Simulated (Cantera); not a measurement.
Cantera run:

```python
import numpy as np
import cantera as ct

gas_names = """
    C CO CO2 C2 C2O C3 C3O2 C4 C5 O O2 O3 Pb PbO Pb2
""".split()
cond_names = """
    C(gr) Pb(cr) Pb(L) PbO(rd) PbO(yw) PbO(L) PbO2(s) Pb3O4(s)
""".split()


def load(file, names, dense=False):
    # The tables refer to 1 bar. Condensed volumes are neglected.
    table = {s.name: s for s in ct.Species.list_from_file(file)}
    out = []
    for n in names:
        d = dict(table[n].input_data)
        d["thermo"] = dict(d["thermo"], **{"reference-pressure": 1e5})
        if dense:
            d["equation-of-state"] = {"model": "constant-volume", "density": "1e6 g/cm^3"}
        out.append(ct.Species.from_dict(d))
    return out


gas = ct.Solution(thermo="ideal-gas", species=load("nasa_gas.yaml", gas_names))
cond = {s.name: ct.Solution(thermo="fixed-stoichiometry", species=[s], name=s.name)
        for s in load("nasa_condensed.yaml", cond_names, dense=True)}
atoms = {
    'PbO': {'Pb': 1, 'O': 1},
    'C': {'C': 1},
    'CO': {'C': 1, 'O': 1},
}
top_T = {'C(gr)': 4500, 'Pb3O4(s)': 820}  # K; cautious upper limits of use, not melting points


def equilibrate(T, P, feed):
    n = {}
    for name, mol in feed.items():
        for a, k in atoms[name].items():
            n[a] = n.get(a, 0.0) + k * mol
    gas.TPX = T, P, n
    mass = sum(n.values()) * gas.mean_molecular_weight
    gas.equilibrate("TP")
    valid = [c for c in cond.values() if c.min_temp <= T <= top_T.get(c.name, c.max_temp)]
    mix = ct.Mixture([(gas, mass / gas.mean_molecular_weight)] + [(c, 0.0) for c in valid])
    mix.T, mix.P = T, P
    mix.equilibrate("TP", solver="vcs", rtol=1e-11, max_steps=5000)
    return mix


results = []
T = 2673  # K
P = 13332.2  # Pa
for m in [0.93, 1.5, 2.1, 2.6, 3.2, 3.8, 4.4, 4.9, 5.5, 6.1]:
    feed = {'PbO': 1, 'C': m, 'CO': 0.054}  # mol
    mix = equilibrate(T, P, feed)
    results.append((T, P, feed, dict(zip(mix.species_names, mix.species_moles))))

top = {s: max(r[3][s] / sum(r[3][g] for g in gas_names) for r in results) for s in gas_names}
cols = sorted((s for s in top if top[s] > 0.001), key=lambda s: -top[s])[:5]
seen = [c for c in cond_names if any(r[3].get(c, 0) > 1e-12 for r in results)]
print("log10 of partial pressures in bar; condensed amounts in mol")
print(f"{'n(C)':>10s}" + "".join(f"{s[:9]:>10s}" for s in cols + seen))
for T, P, feed, n in results:
    ng = sum(n[g] for g in gas_names)
    print(f"{feed['C']:10.4g}" + "".join(f"{np.log10(max(n[s] / ng * P / 1e5, 1e-99)):10.3f}" for s in cols)
          + "".join(f"{n.get(c, 0):10.4g}" for c in seen))
```

Result:

```
log10 of partial pressures in bar; condensed amounts in mol
      n(C)        CO        Pb       CO2       PbO         O     C(gr)
      0.93    -1.206    -1.178    -2.428    -3.127    -3.777         0
       1.5    -1.165    -1.188    -7.941    -8.689    -9.330    0.4997
       2.1    -1.165    -1.188    -7.941    -8.689    -9.330       1.1
       2.6    -1.165    -1.188    -7.941    -8.689    -9.330       1.6
       3.2    -1.165    -1.188    -7.941    -8.689    -9.330       2.2
       3.8    -1.165    -1.188    -7.941    -8.689    -9.330       2.8
       4.4    -1.165    -1.188    -7.941    -8.689    -9.330       3.4
       4.9    -1.165    -1.188    -7.941    -8.689    -9.330       3.9
       5.5    -1.165    -1.188    -7.941    -8.689    -9.330       4.5
       6.1    -1.165    -1.188    -7.941    -8.689    -9.330       5.1
```

Cantera equilibrium calculation (NASA polynomials, part measured and part estimated; ideal gas, pure solids and liquids). Gases not in the tables: (PbO)n polymers.
